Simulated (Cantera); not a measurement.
What does this Cantera script print?

```python
import numpy as np
import cantera as ct

gas = ct.Solution("gri30.yaml")
gas.TPX = 1673, 310000, {'CH4': 1, 'CO': 0.088, 'O2': 6.19, 'N2': 16.1}
reactor = ct.IdealGasConstPressureReactor(gas, energy="on", clone=False)
net = ct.ReactorNet([reactor])
net.rtol, net.atol = 1e-08, 1e-16
show = ['CH4', 'CO', 'O2', 'O', 'C2H4', 'H2']
times = np.geomspace(6e-06, 3, 10)

steps = ct.SolutionArray(gas, extra=["t"])
rows = []
print(f"{'t/s':>10s}{'T/K':>9s}{'P/Pa':>11s}" + "".join(f"{s:>11s}" for s in show))
for t in times:
    while net.time < t:
        t_next = net.step()
        steps.append(gas.state, t=t_next)
    rows.append([np.interp(t, steps.t, y) for y in (steps.T, steps.P, *steps(*show).X.T)])
    print(f"{t:10.3e}{rows[-1][0]:9.1f}{rows[-1][1]:11.4g}" + "".join(f"{x:11.3e}" for x in rows[-1][2:]))
rate = np.gradient(steps.T, steps.t)
print("integrator steps:", len(steps.t))
if steps.T.max() > steps.T[0] + 200:
    print(f"time of steepest temperature rise: {steps.t[rate.argmax()]:.4e} s")
gas.TPX = 1673, 310000, {'CH4': 1, 'CO': 0.088, 'O2': 6.19, 'N2': 16.1}
gas.equilibrate("HP")
print(f"equilibrium (HP): T = {gas.T:.1f} K  " + "  ".join(f"{s} {gas[s].X[0]:.3e}" for s in show))
```

Output:

```
       t/s      T/K       P/Pa        CH4         CO         O2          O       C2H4         H2
 6.000e-06   1672.9    3.1e+05  4.275e-02  3.764e-03  2.648e-01  2.467e-07  1.116e-08  2.119e-06
 2.579e-05   1673.4    3.1e+05  4.238e-02  3.770e-03  2.645e-01  1.819e-06  3.595e-06  3.154e-05
 1.108e-04   2448.7    3.1e+05  7.839e-19  4.538e-03  1.728e-01  6.327e-03  2.087e-27  1.173e-03
 4.762e-04   2501.0    3.1e+05  1.793e-19  2.241e-03  1.736e-01  3.467e-03  1.497e-29  6.536e-04
 2.047e-03   2495.7    3.1e+05  1.686e-19  2.191e-03  1.722e-01  3.363e-03  1.345e-29  6.406e-04
 8.795e-03   2481.3    3.1e+05  1.421e-19  2.060e-03  1.682e-01  3.095e-03  9.971e-30  6.064e-04
 3.780e-02   2471.7    3.1e+05  1.263e-19  1.975e-03  1.656e-01  2.926e-03  8.110e-30  5.843e-04
 1.624e-01   2471.6    3.1e+05  1.260e-19  1.973e-03  1.655e-01  2.922e-03  8.077e-30  5.839e-04
 6.981e-01   2471.6    3.1e+05  1.260e-19  1.973e-03  1.655e-01  2.922e-03  8.077e-30  5.839e-04
 3.000e+00   2471.6    3.1e+05  1.260e-19  1.973e-03  1.655e-01  2.922e-03  8.077e-30  5.839e-04
integrator steps: 1629
time of steepest temperature rise: 7.0720e-05 s
equilibrium (HP): T = 2471.6 K  CH4 1.899e-19  CO 1.973e-03  O2 1.655e-01  O 2.922e-03  C2H4 1.068e-29  H2 5.839e-04
```

Computed with Cantera and GRI-Mech 3.0 (53 species, 325 reactions).
